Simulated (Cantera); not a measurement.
What does this Cantera script print?

```python
import numpy as np
import cantera as ct

gas_names = """
    AL ALH ALO ALOH ALO2 ALO2H AL2 AL2O AL2O2 H HALO HO2 H2 H2O H2O2 O OH O2 O3
""".split()
cond_names = """
    AL(cr) AL(L) AL2O3(a) AL2O3(L) H2O(s) H2O(L)
""".split()


# ... load() reads the species with a 1 bar reference pressure and builds the phases ...
atoms = {
    'Al': {'AL': 1},
    'H2O': {'H': 2, 'O': 1},
}
top_T = {}  # K; cautious upper limits of use, not melting points


# ... equilibrate(T, P, feed) seeds the gas with the atoms and calls Mixture.equilibrate('TP', solver="vcs", rtol=1e-11, max_steps=5000) ...
results = []
feed = {'Al': 1, 'H2O': 0.051}  # mol
P = 4200  # Pa
for T in [773, 873, 973, 1073, 1173, 1273, 1373, 1473, 1573, 1673, 1773]:
    mix = equilibrate(T, P, feed)
    results.append((T, P, feed, dict(zip(mix.species_names, mix.species_moles))))
    x = sorted(zip(gas.X, gas.species_names), reverse=True)
    print(f"T = {T:g} K  P = {P:g} Pa  gas = {mix.phase_moles(0):.4g} mol")
    print("   x: " + "  ".join(f"{s} {v:.3e}" for v, s in x if v > 0.001))
    print("   condensed (mol): " + ("  ".join(f"{mix.phase(i).name} {mix.phase_moles(i):.4g}"
          for i in range(1, mix.n_phases) if mix.phase_moles(i) > 1e-12) or "none"))
```

Output:

```
T = 773 K  P = 4200 Pa  gas = 0.051 mol
   x: H2 1.000e+00
   condensed (mol): AL(cr) 0.966  AL2O3(a) 0.017
T = 873 K  P = 4200 Pa  gas = 0.051 mol
   x: H2 1.000e+00
   condensed (mol): AL(cr) 0.966  AL2O3(a) 0.017
T = 973 K  P = 4200 Pa  gas = 0.051 mol
   x: H2 1.000e+00
   condensed (mol): AL(L) 0.966  AL2O3(a) 0.017
T = 1073 K  P = 4200 Pa  gas = 0.051 mol
   x: H2 1.000e+00
   condensed (mol): AL(L) 0.966  AL2O3(a) 0.017
T = 1173 K  P = 4200 Pa  gas = 0.051 mol
   x: H2 1.000e+00
   condensed (mol): AL(L) 0.966  AL2O3(a) 0.017
T = 1273 K  P = 4200 Pa  gas = 0.051 mol
   x: H2 1.000e+00
   condensed (mol): AL(L) 0.966  AL2O3(a) 0.017
T = 1373 K  P = 4200 Pa  gas = 0.051 mol
   x: H2 9.999e-01
   condensed (mol): AL(L) 0.966  AL2O3(a) 0.017
T = 1473 K  P = 4200 Pa  gas = 0.05102 mol
   x: H2 9.996e-01
   condensed (mol): AL(L) 0.966  AL2O3(a) 0.017
T = 1573 K  P = 4200 Pa  gas = 0.05111 mol
   x: H2 9.977e-01
   condensed (mol): AL(L) 0.9659  AL2O3(a) 0.01698
T = 1673 K  P = 4200 Pa  gas = 0.05149 mol
   x: H2 9.900e-01  AL2O 4.882e-03  AL 4.013e-03
   condensed (mol): AL(L) 0.9654  AL2O3(a) 0.01692
T = 1773 K  P = 4200 Pa  gas = 0.05296 mol
   x: H2 9.616e-01  AL2O 2.182e-02  AL 1.385e-02  ALH 1.365e-03  H 1.361e-03
   condensed (mol): AL(L) 0.9637  AL2O3(a) 0.01661
```

Method: chemical equilibrium by Gibbs-energy minimisation in Cantera with the NASA 1993 tables (ideal gas, pure condensed phases). Mutual solubility and eutectic melting of coexisting phases are not modelled. The tables' values for AlOH are old estimates; treat these amounts as uncertain.
